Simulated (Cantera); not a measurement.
A freely propagating, adiabatic, planar premixed flame of H₂ : O₂ : N₂ = 1 : 0.909 : 2.55 (molar parts), unburnt at 575 K and 100.0 Torr; mixture-averaged transport, grid criteria slope 0.08 and curve 0.16, no radiation.

Cantera simulation using the H2/O2 subset of GRI-Mech 3.0, which has no nitrogen chemistry; the numbers are that mechanism's predictions, not measurements. Burning velocities carry a grid error of a few per cent, more on coarse grids. Lean hydrogen flames are cellular in practice and burn faster than this planar one.

Task: What does this change do: inlet temperature 575 to 698 K?

Result: 
| quantity | before | after |
|---|---|---|
| laminar burning velocity | 469 cm/s | 752 cm/s |
| thermal thickness | 5.53 mm | 6.49 mm |
| peak x(O) | 0.0217 | 0.0249 |
| peak x(HO₂) | 7.24e-5 | 4.55e-5 |
| peak x(OH) | 0.0171 | 0.0195 |

Task: What does this change do: H2 1 to 1.3 parts?

Result: 
| quantity | before | after |
|---|---|---|
| laminar burning velocity | 469 cm/s | 566 cm/s |
| thermal thickness | 5.53 mm | 5.68 mm |
| peak x(O) | 0.0217 | 0.0235 |
| peak x(HO₂) | 7.24e-5 | 6.98e-5 |
| peak x(OH) | 0.0171 | 0.0239 |
